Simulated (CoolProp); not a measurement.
Saturation properties of the fluoroketone C6F12O (FK-5-1-12) (Tc = 441.8 K, pc = 1869 kPa, ω = 0.471).

Model: reference Helmholtz-energy equation of state, McLinden 2015, in CoolProp.

| T (K) | p (kPa) | liquid density (kg/m³) | vapour density (kg/m³) | enthalpy of vaporisation (kJ/kg) | liquid cp (kJ/(kg K)) |
|---|---|---|---|---|---|
| 233 | 0.9373 | 1786 | 0.1532 | 112.3 | 1.094 |
| 237.1 | 1.286 | 1775 | 0.2066 | 111.2 | 1.093 |
| 241.1 | 1.727 | 1764 | 0.2731 | 110.1 | 1.091 |
| 245.1 | 2.292 | 1753 | 0.3568 | 109.0 | 1.090 |
| 249.1 | 3.006 | 1742 | 0.4610 | 108.0 | 1.090 |
| 253.1 | 3.901 | 1731 | 0.5893 | 106.9 | 1.089 |
| 257.1 | 5.010 | 1720 | 0.7461 | 105.8 | 1.089 |
| 261.2 | 6.410 | 1709 | 0.9410 | 104.7 | 1.089 |
| 265.2 | 8.077 | 1698 | 1.170 | 103.7 | 1.090 |
| 269.2 | 10.09 | 1686 | 1.442 | 102.6 | 1.090 |
| 273.2 | 12.50 | 1675 | 1.764 | 101.6 | 1.091 |
| 277.2 | 15.36 | 1664 | 2.142 | 100.5 | 1.092 |
| 281.3 | 18.83 | 1652 | 2.594 | 99.41 | 1.094 |

It boils at 322.2 K under 1 atm.
